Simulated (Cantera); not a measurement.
Input: 1 mol CH₃Cl, 0.23 mol Si, 0.83 mol H₂, at 2623 K and 16000 Pa.

Equilibrium computed with Cantera from the NASA thermochemical tables; the gas is ideal and each condensed phase is pure. Candidate condensed phases: C, C₆H₆, C₇H₈, C₈H₁₈, Si, SiC; 109 gas species. The tables' values for SiCl, SiCl₃ are old estimates; treat these amounts as uncertain. Gases not in the tables: Si₂H₆ and higher silanes. Rates play no part.

Base state: H₂ 0.587, HCl 0.229, H 0.0807, SiCl₂ 0.0325, Cl 0.0220, Si 0.0194, C₂H₂ (acetylene) 0.0104, SiC₂ 0.00703 (mole fractions); condensed: C(graphite).

Q: What changes in the equilibrium state with this change: temperature from 2623 K to 1198.15 K?

A: 
```csv
species,before,after
H₂,0.587,0.727
HCl,0.229,0.239
SiCl₄,5.05e-7,0.0288
H,0.0807,4.06e-7
SiCl₂,0.0325,0.000308
Si,0.0194,<1e-9
Cl,0.0220,1.16e-7
C₂H₂ (acetylene),0.0104,7.21e-8
SiC₂,0.00703,<1e-9
SiCl,0.00691,<1e-9
Si₂C,0.00322,<1e-9
SiH,0.00131,<1e-9
SiH₂,0.000249,<1e-9
"C(graphite), mol",0.880,0.855
"SiC(s), mol",0,0.141
```
The tables' values for SiCl₃ are old estimates; treat these amounts as uncertain.
